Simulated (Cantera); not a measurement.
An adiabatic, constant-pressure homogeneous reactor starts with 6.96 % CH₄, 1.46 % C₂H₆, 19.2 % O₂, 72.4 % N₂, equivalence ratio 0.99, at 1273 K and 1.01 bar.

Model: GRI-Mech 3.0 (53 species, 325 reactions), integrated in Cantera.

x: mole fraction; the columns are a selection and need not sum to one.

```json
[
 {"t (s)": "2.00e-6", "T (K)": "1273", "x CH₄": "0.0696", "x C₂H₆": "0.0146", "x O₂": "0.192", "x CH₂O": "6.88e-10", "x CH₃": "…"},
 {"t (s)": "7.96e-6", "T (K)": "1273", "x CH₄": "0.0696", "x C₂H₆": "0.0146", "x O₂": "0.192", "x CH₂O": "1.12e-8", "x CH₃": "…"},
 {"t (s)": "3.17e-5", "T (K)": "1273", "x CH₄": "0.0696", "x C₂H₆": "0.0146", "x O₂": "0.192", "x CH₂O": "1.82e-7", "x CH₃": "…"},
 {"t (s)": "0.000126", "T (K)": "1273", "x CH₄": "0.0696", "x C₂H₆": "0.0146", "x O₂": "0.192", "x CH₂O": "4.05e-6", "x CH₃": "…"},
 {"t (s)": "0.000501", "T (K)": "1274", "x CH₄": "0.0692", "x C₂H₆": "0.0141", "x O₂": "0.191", "x CH₂O": "0.000294", "x CH₃": "…"},
 {"t (s)": "0.00199", "T (K)": "2660", "x CH₄": "<1e-12", "x C₂H₆": "<1e-12", "x O₂": "0.0203", "x CH₂O": "1.88e-10", "x CH₃": "<1e-12"},
 {"t (s)": "0.00794", "T (K)": "2653", "x CH₄": "<1e-12", "x C₂H₆": "<1e-12", "x O₂": "0.0180", "x CH₂O": "1.93e-10", "x CH₃": "<1e-12"},
 {"t (s)": "0.0316", "T (K)": "2652", "x CH₄": "<1e-12", "x C₂H₆": "<1e-12", "x O₂": "0.0177", "x CH₂O": "1.94e-10", "x CH₃": "<1e-12"},
 {"t (s)": "0.126", "T (K)": "2652", "x CH₄": "<1e-12", "x C₂H₆": "<1e-12", "x O₂": "0.0177", "x CH₂O": "1.94e-10", "x CH₃": "<1e-12"},
 {"t (s)": "0.500", "T (K)": "2652", "x CH₄": "<1e-12", "x C₂H₆": "<1e-12", "x O₂": "0.0177", "x CH₂O": "1.94e-10", "x CH₃": "<1e-12"}
]
```

Task: Fill in the missing entries.

Result: 
- 2.00e-6, x CH₃: 4.08e-7
- 7.96e-6, x CH₃: 1.61e-6
- 3.17e-5, x CH₃: 6.18e-6
- 0.000126, x CH₃: 2.13e-5
- 0.000501, x CH₃: 9.05e-5
